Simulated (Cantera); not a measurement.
Cantera with NASA thermochemical tables; ideal gases at 1 bar, condensed phases pure. Values are per mole of reaction as written; species without (g) are pure solids or liquids, kept so even where they would boil at 1 bar.

Task: Between 1873 and 2773 K, where is each reaction favourable under standard conditions?
- 4 HBr(g) + 3 Si(g) → SiBr4(g) + 2 SiH2(g)

Result: 
- 4 HBr(g) + 3 Si(g) → SiBr4(g) + 2 SiH2(g): ΔG° is -207 kJ at 1873 K and 219 kJ at 2773 K; it changes sign between 2273 and 2373 K. ΔH° is -1089 kJ and ΔS° -472 J/K at 2773 K.
